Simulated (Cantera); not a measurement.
Feed: 1 mol CH3OH, 3.4 mol H2O, 9.5 mol H2, equilibrated at 1 atm.

These are equilibrium values from Cantera (NASA tables, ideal gas, pure condensed phases), not measurements of a reactor. Candidate condensed phases: C, C6H6, C7H8, C8H18, H2O; 110 gas species. Kinetics and transport are ignored. All values below are at 1852 °C.

Base state: H2 0.724, H2O 0.210, CO 0.0594, CO2 0.00342, H 0.00307, OH 0.000110 (mole fractions); condensed: gas only.

**Question.** What changes in the equilibrium state with this change: CH3OH replaced by n-butane?

**Answer.** 
| species | before | after |
|---|---|---|
| H2 | 0.724 | 0.836 |
| CO | 0.0594 | 0.159 |
| H | 0.00307 | 0.00330 |
| H2O | 0.210 | 9.92e-6 |
| C2H2 (acetylene) | <1e-9 | 0.00140 |
| CH4 | 2.52e-9 | 0.000220 |
| OH | 0.000110 | 4.85e-9 |
| C(graphite), mol | 0 | 0.535 |
